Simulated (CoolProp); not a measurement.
Vapour-liquid equilibrium of ethanol (1) + dimethyl carbonate (2) at 86.35 °C; x and y are mole fractions of (1).

Computed with CoolProp (multi-fluid Helmholtz-energy mixture model, Schroeder 2014 and Zhou 2011; pair parameters Bell 2016).

### Question
Give the bubble pressure and the first vapour's composition at x = 0.15, 0.65, 0.75. Is there an azeotrope?

### Answer
x = 0.15: 1.220 bar, y = 0.355; x = 0.65: 1.536 bar, y = 0.677; x = 0.75: 1.536 bar, y = 0.728. y crosses x between x = 0.65 and 0.75: the model has an azeotrope there.

The pair parameters rest on a limited set of measurements; away from them the model extrapolates.
